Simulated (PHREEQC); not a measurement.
# Acid mine or pickling water

Synthetic water in mg/kgw, 20 °C, pH 3.67, pe 11.8: Na 403; K 111; Ca 270; Mg 22.8; Cl 443; S(6) as SO4 1180; Mn(2) 0.904; Zn 7.03; Cu(2) 3.24; N(5) as NO3 0.419.

Valence states are taken as typed.

All values are PHREEQC results (ion-association model, phreeqc.dat), not measurements.

This is a speciation only: nothing precipitates in the calculation.

Question: Estimate the ionic strength.

Answer: ionic strength 0.0471 mol/kgw.

Question: In which forms is Na present?

Answer: Na+ 98 %, NaSO4- 2.1 % of the Na.
